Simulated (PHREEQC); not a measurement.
Consider water at 61 °C with 6.8 mmol/kgw Pb(NO3)2, 13 mmol/kgw MgSO4 and 0.91 mmol/kgw Na2SO4. Closed to the air; pH follows from the charge balance.

Model: ion-association model, phreeqc.dat, run in PHREEQC.

Each row changes one thing in this solution. No solid was allowed to form.

```csv
case,pH,ionic strength (mol/kgw),Mg+2 (mol/kgw),SO4-2 (mol/kgw),MgSO4 (mol/kgw),Pb+2 (mol/kgw),SI of Pb(OH)2 (Pb(OH)2),SI of Anglesite (PbSO4)
as made,5.30,0.0426,0.00771,0.00586,0.00529,0.00381,+0.79,+2.28
Pb(NO3)2 from 0.0068 to 0.00136 mol/kgw,5.70,0.0306,0.00665,0.00683,0.00635,0.000676,+0.88,+1.68
Pb(NO3)2 from 0.0068 to 0.0136 mol/kgw,5.09,0.0588,0.00861,0.00523,0.00439,0.00817,+0.67,+2.48
Na2SO4 left out,5.28,0.0414,0.00795,0.00534,0.00505,0.00392,+0.77,+2.26
temperature from 61 to 50 °C,5.29,0.0441,0.00820,0.00622,0.00480,0.00369,+0.45,+2.35
```

Some of these states are supersaturated (in Anglesite, Pb(OH)2, for instance). Away from 25 °C the constants follow the database's enthalpies or fits; those with neither stay at their 25 °C values.
